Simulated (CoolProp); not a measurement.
Properties of sulfur dioxide along the isotherm 419.6 K.

Computed with CoolProp (reference Helmholtz-energy equation of state, Gao 2016).

```csv
p (kPa),phase,cp (kJ/(kg K)),cv (kJ/(kg K)),speed of sound (m/s),expansivity (1/kK),fugacity coefficient
12.5,gas,0.6894,0.5592,258.9,2.388,0.9994
25.6,gas,0.6901,0.5595,258.8,2.393,0.9988
52.6,gas,0.6915,0.5601,258.6,2.404,0.9975
108,gas,0.6945,0.5613,258.2,2.427,0.9948
222,gas,0.7007,0.5638,257.3,2.475,0.9893
455,gas,0.7140,0.5691,255.5,2.577,0.9782
935,gas,0.7441,0.5805,251.7,2.809,0.9553
1920,gas,0.8203,0.6066,243.4,3.410,0.9086
3940,gas,1.099,0.6778,223.4,5.708,0.8139
```
